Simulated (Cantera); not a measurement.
A freely propagating, adiabatic, planar premixed flame of H₂ : O₂ : N₂ = 1 : 0.185 : 0.696 (molar parts), equivalence ratio 2.7, unburnt at 675 K and 500000 Pa; multicomponent transport, grid criteria slope 0.08 and curve 0.16, no radiation.

Computed with Cantera and the H2/O2 subset of GRI-Mech 3.0, which has no nitrogen chemistry. The hydrogen kinetics of GRI-Mech 3.0 are dated; newer H2 mechanisms differ, most at raised pressure. Burning velocities carry a grid error of a few per cent, more on coarse grids.

x: mole fraction of selected species; z is measured from the peak of heat release.

```
z (mm)   T (K)  u (m/s)   x H₂      x O₂       x HO₂         x H         x O       x H₂O
-------  -----  -------  -----  --------  ----------  ----------  ----------  ----------
-0.196     675     10.1  0.532    0.0984       <1e-8       <1e-8       <1e-8       <1e-8
-0.131     675     10.1  0.532    0.0984       <1e-8       <1e-8       <1e-8       <1e-8
-0.0979    675     10.1  0.532    0.0984     5.14e-8       <1e-8       <1e-8     7.51e-8
-0.0653    676     10.1  0.532    0.0984  (withheld)  (withheld)  (withheld)  (withheld)
-0.0326    739     10.9  0.525    0.0975    0.000588    0.000392     2.12e-5     0.00305
-0.0163    994     14.4  0.495    0.0883    0.000449     0.00611    0.000274      0.0277
0         1352     19.1  0.431    0.0594    0.000220      0.0260     0.00122      0.0912
0.0163    1604     22.3  0.370    0.0246     8.61e-5      0.0462     0.00130       0.161
0.0326    1730     23.9  0.345   0.00764     2.60e-5      0.0523    0.000684       0.195
0.0653    1837     25.3  0.340  0.000845     2.75e-6      0.0471    0.000266       0.209
0.131     1929     26.4  0.347   6.58e-5     2.64e-7      0.0355    0.000145       0.212
0.261     2009     27.3  0.355   2.04e-5     1.06e-7      0.0241     7.35e-5       0.214
0.522     2070     28.0  0.361   8.50e-6     4.75e-8      0.0151     3.09e-5       0.216
```

**Question.** What belongs in the gaps?

**Answer.** 
- -0.0653, x HO₂: 4.73e-6
- -0.0653, x H: 1.58e-7
- -0.0653, x O: 1.66e-8
- -0.0653, x H₂O: 5.18e-6
